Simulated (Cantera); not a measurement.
An isothermal, constant-pressure homogeneous reactor starts with 0.990 % H₂, 99.0 % O₂, equivalence ratio 0.0050, at 1425 K and 0.750 Torr.

Cantera simulation using GRI-Mech 3.0 (53 species, 325 reactions); the numbers are that mechanism's predictions, not measurements. Radical loss at walls, strong at low pressure, is not modelled.

Predict: x(H₂) at 20.0 s; x(O₂) at 20.0 s; x(O) at 20.0 s; x(OH) at 20.0 s; x(H) at 20.0 s.


| Property | Result |
|---|---|
| x(H₂) at 20.0 s | 3.10e-5 (gas-phase equilibrium 2.09e-7) |
| x(O₂) at 20.0 s | 0.982 (gas-phase equilibrium 0.990) |
| x(O) at 20.0 s | 0.00701 (gas-phase equilibrium 4.39e-5) |
| x(OH) at 20.0 s | 0.00125 (gas-phase equilibrium 0.000103) |
| x(H) at 20.0 s | 0.000194 (gas-phase equilibrium 9.92e-8) |
